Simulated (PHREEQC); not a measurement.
Consider water at 46 °C with 0.058 mol TMAH, 0.0028 mol CO2 and 0.29 mol K2CO3 per kg of water. Closed to the air; pH follows from the charge balance.

All values are PHREEQC results (ion-association model, phreeqc.dat), not measurements.

No solid was allowed to form.

### Question
What pH, density, activity of water does the model give?

### Answer
pH 11.87; density 1.029 g/cm³; activity of water 0.983.

Caution: at this ionic strength the ion-association model is outside its range; a Pitzer model would be the better tool where its parameters exist. (CH3)4N+ isn't in the database: it is added as a free cation with an ion size of 4 Å. Away from 25 °C the constants follow the database's enthalpies or fits; those with neither stay at their 25 °C values.
